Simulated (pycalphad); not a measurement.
CALPHAD calculation (pycalphad, COST 507 light-alloy database (1999)), 1 atm. The data set is of 1999 and partly superseded. Diffusion is slow at the low end, where real alloys seldom reach equilibrium.

Problem. How does the equilibrium phase assembly of Al-0.31Si-4.21C (at.%) change on cooling from 1577 °C to 257 °C?

Solution. 
```tsv
T (°C)	phases above	phases below
658.2	AL4C3 + liquid	AL4C3 + fcc + liquid
654.6	AL4C3 + fcc + liquid	AL4C3 + AL8SIC7 + fcc
```
Changes were sought between steps of 40 K, so a narrower field can be missed. At the top of the range, 1577 °C, the alloy is not yet fully liquid: it holds liquid + AL4C3.

Database names, with the compositions (at.%) that they take in these runs: AL4C3: Al 57 C 43; AL8SIC7: Al 50 C 44 Si 6.
